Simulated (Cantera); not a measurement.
## Low-pressure radical oxidation in H2/O2

An isothermal, constant-pressure homogeneous reactor starts with H2 : O2 = 0.002 : 1 (molar parts), equivalence ratio 0.0010, at 1123 K and 23.3 Torr.

Cantera simulation using the H2/O2 subset of GRI-Mech 3.0, which has no nitrogen chemistry; the numbers are that mechanism's predictions, not measurements. Radical loss at walls, strong at low pressure, is not modelled.

```csv
t (s),x H2,x O2,x O,x H,x OH
0.000900,0.00200,0.998,1.22e-9,6.16e-11,9.76e-10
0.00260,0.00200,0.998,8.64e-9,2.69e-10,5.93e-9
0.00749,0.00200,0.998,4.56e-7,1.25e-8,2.96e-7
0.0216,0.000316,0.997,0.00130,4.58e-5,0.000327
0.0624,1.48e-6,0.997,0.00116,1.19e-5,0.000102
0.180,6.91e-7,0.997,0.000547,3.90e-6,7.07e-5
0.520,1.89e-7,0.998,0.000153,5.77e-7,3.75e-5
1.50,3.41e-8,0.998,2.86e-5,4.70e-8,1.63e-5
4.33,5.44e-9,0.998,4.73e-6,3.19e-9,6.69e-6
12.5,9.63e-10,0.998,8.65e-7,2.50e-10,2.87e-6
36.0,2.09e-10,0.998,1.93e-7,2.64e-11,1.36e-6
104,5.85e-11,0.998,5.51e-8,4.03e-12,7.24e-7
300,2.85e-11,0.998,2.72e-8,1.40e-12,5.08e-7
```
x: mole fraction; the columns are a selection and need not sum to one.

Equilibrium at this temperature and pressure: H2 2.63e-11, O2 0.998, O 2.51e-8, H 1.25e-12, OH 4.88e-7 (gas phase only).
